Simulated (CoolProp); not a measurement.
Vapour pressure (bar) of ethylbenzene: the reference equation beside estimates from Tc = 617.1 K, pc = 36.22 bar, ω = 0.304. Clausius-Clapeyron is anchored at 465.7 K with a constant enthalpy of vaporisation of 31.54 kJ/mol.

Computed with CoolProp (reference Helmholtz-energy equation of state, Zhou 2012).

```tsv
T (K)	reference	Clausius-Clapeyron	Soave-Redlich-Kwong
385.4	0.5084	?	0.5031
398.8	0.7573	0.9519	?
412.2	1.094	1.297	?
425.5	1.535	1.729	1.535
438.9	?	2.270	2.115
452.3	2.832	2.932	2.852
465.7	3.733	3.733	3.771
479.1	4.835	4.688	4.900
492.5	6.167	5.815	6.268
505.8	7.745	7.120	7.892
519.2	9.621	8.640	9.826
532.6	11.82	10.38	12.09
546	?	12.37	14.72
```

Q: Some entries are withheld; supply them.

A: 
- 385.4, Clausius-Clapeyron: 0.6838
- 398.8, Soave-Redlich-Kwong: 0.7520
- 412.2, Soave-Redlich-Kwong: 1.090
- 438.9, reference: 2.108
- 546, reference: 14.37

Absolute difference from the reference over all 13 rows, mean and median: Clausius-Clapeyron 12.0 and 10.2 %, Soave-Redlich-Kwong 1.2 and 1.0 %.
